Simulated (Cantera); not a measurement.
A perfectly stirred reactor is fed with 21.7 % N₂O, 78.3 % N₂, at 15.0 Torr; it is held at 1575 K, and followed from long to short residence time.

Cantera simulation using GRI-Mech 3.0 (53 species, 325 reactions); the numbers are that mechanism's predictions, not measurements. GRI-Mech 3.0 was tuned for natural gas; its chemistry of N2O as a main component is partial and can be far from experiment. Radical loss at walls, strong at low pressure, is not modelled. The temperature is held fixed by assumption; the heat of reaction is taken as removed at once.

One state of this run: x N₂O = 0.142; x NO = 0.0195; x N₂ = 0.814; x O = 0.000141; x O₂ = 0.0243; x NO₂ = 2.40e-6. x: mole fraction; the columns are a selection and need not sum to one.

### Question
Which value of τ (s) does it belong to?
(A) 0.0063
(B) 0.093
(C) 0.18
(D) 0.35

### Answer
C, 0.18
